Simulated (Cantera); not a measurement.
# Pb + CO + N₂ (iron carbonyl, mercury and lead vapours)

Charge: 1 mol Pb, 0.31 mol CO, 0.1 mol N₂, at 0.100 bar.

Method: chemical equilibrium by Gibbs-energy minimisation in Cantera with the NASA 1993 tables (ideal gas, pure condensed phases). Candidate condensed phases: C, Pb, PbO, PbO₂, Pb₃O₄; 27 gas species. Kinetics and transport are ignored.

From 975 °C to 1125 °C the condensed part is C(graphite) + Pb(l). From 1150 °C to 1250 °C the condensed part is Pb(l). The main Pb-bearing gas is Pb throughout. The share of Pb in condensed phases is highest at 975 °C (99.5 %) and lowest at 1250 °C (81.9 %).

```tsv
T (°C)	x CO	x Pb	x N₂	x CO₂	x Pb₂	x PbO	n C(graphite)	n Pb(l)
975	0.746	0.0130	0.241	0.000549	7.75e-7	7.73e-10	0.000228	0.995
1000	0.742	0.0184	0.240	0.000395	1.38e-6	1.06e-9	0.000165	0.992
1025	0.736	0.0256	0.238	0.000287	2.39e-6	1.43e-9	0.000121	0.989
1050	0.729	0.0352	0.235	0.000210	4.07e-6	1.91e-9	8.93e-5	0.985
1075	0.720	0.0478	0.232	0.000154	6.77e-6	2.51e-9	6.65e-5	0.979
1100	0.707	0.0641	0.228	0.000114	1.11e-5	3.25e-9	4.98e-5	0.972
1125	0.692	0.0852	0.223	8.37e-5	1.77e-5	4.14e-9	3.75e-5	0.962
1150	0.671	0.112	0.217	6.14e-5	2.80e-5	5.19e-9	0	0.948
1175	0.646	0.146	0.208	4.46e-5	4.34e-5	6.40e-9	0	0.930
1200	0.614	0.188	0.198	3.19e-5	6.62e-5	7.72e-9	0	0.905
1225	0.574	0.241	0.185	2.22e-5	9.97e-5	9.09e-9	0	0.870
1250	0.525	0.306	0.169	1.50e-5	0.000148	1.04e-8	0	0.819
```
x: gas mole fraction; n: condensed amount in mol.
